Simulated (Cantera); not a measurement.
A closed system holds: 1 mol B₂H₆, 1.1 mol O₂, held at 2373 K and 50.0 Pa.

Method: chemical equilibrium by Gibbs-energy minimisation in Cantera with the NASA 1993 tables (ideal gas, pure condensed phases). Candidate condensed phases: B, B₂O₃, B₃O₃H₃, H₂O; 23 gas species. The feed counts by its element totals alone. Rates play no part.

### Question
What is the equilibrium state?

### Answer
* **x(H)**: 0.351
* **x(H₂)**: 0.316
* **x(BO)**: 0.273
* **x(HBO)**: 0.0231
* **x(HBO₂)**: 0.0149
* **x(B₂O₃)**: 0.0114
* **x(BO₂)**: 0.00353
* **x(H₂O)**: 0.00336
* **x(B₂O₂)**: 0.00289
* **gas amount**: 5.835 mol
* **log10 activity of B(l) (absent)**: -4.02
